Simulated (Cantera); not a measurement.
A Cantera script and its output.

```python
import numpy as np
import cantera as ct

surf = ct.Interface("diamond.yaml", "diamond_100")
gas, bulk = surf.adjacent["gas"], surf.adjacent["diamond"]
k = surf.kinetics_species_index(bulk.species_names[0])
cover = ["c6HH", "c6H*", "c6*H", "c6**", "c6HM", "c6B"]

rows, drift = [], 0.0
print(f"{'T':>10s}{'um/h':>11s}" + "".join(f"{s:>11s}" for s in cover))
for v in [900, 950, 1000, 1050, 1100, 1150, 1200, 1250, 1300, 1350, 1400]:
    T, P, xH, xCH3 = v, 5800, 0.00025, 3.2e-05
    gas.TPX = T, P, {"H": xH, "CH3": xCH3, "CH4": 0.0053, "H2": 1 - xH - xCH3 - 0.0053}
    surf.TP = bulk.TP = T, P
    surf.coverages = "c6H*:0.1, c6HH:0.9"
    surf.advance_coverages(100.0)
    before = surf.coverages
    surf.advance_coverages(100.0)
    drift = max(drift, np.max(np.abs(surf.coverages - before) / (surf.coverages + 1e-9)))
    rate = surf.net_production_rates[k] * bulk.mean_molecular_weight / bulk.density * 3.6e9
    rows.append([rate, *surf[cover].coverages])
    print(f"{v:10.4g}{rate:11.4e}" + "".join(f"{x:11.3e}" for x in rows[-1][1:]))
```

Result:

```
         T       um/h       c6HH       c6H*       c6*H       c6**       c6HM        c6B
       900 4.7344e-01  6.201e-01  9.211e-03  2.579e-01  3.363e-03  8.797e-02  1.285e-09
       950 5.5564e-01  5.990e-01  1.272e-02  3.021e-01  4.928e-03  6.227e-02  1.508e-09
      1000 5.0611e-01  5.823e-01  1.685e-02  3.451e-01  6.733e-03  3.565e-02  1.373e-09
      1050 3.3292e-01  5.665e-01  2.132e-02  3.818e-01  8.535e-03  1.496e-02  9.034e-10
      1100 1.8236e-01  5.494e-01  2.567e-02  4.069e-01  1.002e-02  4.982e-03  4.948e-10
      1150 1.0728e-01  5.355e-01  2.968e-02  4.207e-01  1.104e-02  1.533e-03  2.911e-10
      1200 7.7842e-02  5.283e-01  3.324e-02  4.255e-01  1.156e-02  4.744e-04  2.112e-10
      1250 6.4102e-02  5.285e-01  3.628e-02  4.228e-01  1.165e-02  1.514e-04  1.739e-10
      1300 4.8529e-02  5.354e-01  3.874e-02  4.140e-01  1.139e-02  4.988e-05  1.317e-10
      1350 2.8442e-02  5.477e-01  4.062e-02  4.005e-01  1.088e-02  1.721e-05  7.718e-11
      1400 1.3037e-02  5.638e-01  4.195e-02  3.840e-01  1.021e-02  6.382e-06  3.538e-11
```

Detailed kinetics in Cantera: the Harris–Goodwin 1993 mechanism for the reconstructed diamond (100) surface.
